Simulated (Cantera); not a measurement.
# Carbon deposition, reforming and gasification: CH3OH + O2

Input: 1 mol CH3OH, 0.48 mol O2, at 140000 Pa.

Method: chemical equilibrium by Gibbs-energy minimisation in Cantera with the NASA 1993 tables (ideal gas, pure condensed phases). Candidate condensed phases: C, C6H6, C7H8, C8H18, H2O; 110 gas species. Equilibrium is a limit: real reactors are often held back by kinetics, nucleation or transport.

| T (K) | x H2 | x H2O | x CO | x CO2 | x CH4 | n C(graphite) |
|---|---|---|---|---|---|---|
| 800 | 0.260 | 0.345 | 0.0406 | 0.228 | 0.127 | 0.0793 |
| 875 | 0.367 | 0.248 | 0.110 | 0.197 | 0.0767 | 0 |
| 950 | 0.443 | 0.208 | 0.177 | 0.149 | 0.0227 | 0 |
| 1025 | 0.459 | 0.205 | 0.210 | 0.122 | 0.00381 | 0 |
| 1100 | 0.452 | 0.215 | 0.227 | 0.106 | 0.000612 | 0 |
| 1175 | 0.441 | 0.225 | 0.238 | 0.0950 | 0.000118 | 0 |
| 1250 | 0.432 | 0.234 | 0.248 | 0.0857 | 2.77e-5 | 0 |
| 1325 | 0.425 | 0.242 | 0.255 | 0.0781 | 7.65e-6 | 0 |
x: gas mole fraction; n: condensed amount in mol.

At 800 K the condensed part is C(graphite). From 875 K to 1325 K nothing is condensed. The main C-bearing gas is CO2 at 800 K and CO at 1325 K.
